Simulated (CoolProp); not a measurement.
Normal hydrogen along the isotherm 21.5 K: fugacity coefficient from the reference equation and from simpler models built on Tc = 33.1 K, pc = 12.96 bar, ω = -0.219; each cubic takes its own stable root.

The numbers come from the reference Helmholtz-energy equation of state, Leachman 2009 in CoolProp.

```
p (bar)   phase  reference
-------  ------  ---------
0.205       gas     0.9848
0.421       gas     0.9689
0.864       gas     0.9360
1.77     liquid     0.7104
3.64     liquid     0.3561
7.49     liquid     0.1841
15.4     liquid     0.1015
31.6     liquid    0.06368
64.8     liquid    0.05119
```

Problem. How far does each simpler model (van der Waals, Redlich-Kwong, Soave-Redlich-Kwong, Peng-Robinson) lie from the reference over these 9 states: mean and median of the absolute difference, and the worst?

Solution. 
- van der Waals: mean 21.9 %, median 24.3 %, worst +54.3 % at 21.5 K and 64.8 bar
- Redlich-Kwong: mean 42.1 %, median 56.0 %, worst -61.5 % at 21.5 K and 64.8 bar
- Soave-Redlich-Kwong: mean 3.0 %, median 2.1 %, worst -10.3 % at 21.5 K and 64.8 bar
- Peng-Robinson: mean 3.1 %, median 1.2 %, worst -15.4 % at 21.5 K and 64.8 bar

At some of these states Redlich-Kwong gives the other phase, because its saturation line lies elsewhere.
